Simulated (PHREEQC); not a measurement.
Metal-bearing waste water: speciation

Consider water at 25 °C with 110 mmol/kgw NiSO4, 4.6 mmol/kgw H3AsO4, 1.6 mmol/kgw HCl and 11 mmol/kgw NaCl. Closed to the air; pH follows from the charge balance.

Model: ion-association model, wateq4f.dat, run in PHREEQC.

No solid was allowed to form.

Question: Predict the pH, ionic strength.

Answer: pH 2.79; ionic strength 0.248 mol/kgw.

Question: In which forms is S present?

Answer: SO4-2 51 %, NiSO4 45 %, HSO4- 3.0 %, NaSO4- 0.7 % of the S.

The database has no arsenate complexes of Ni.
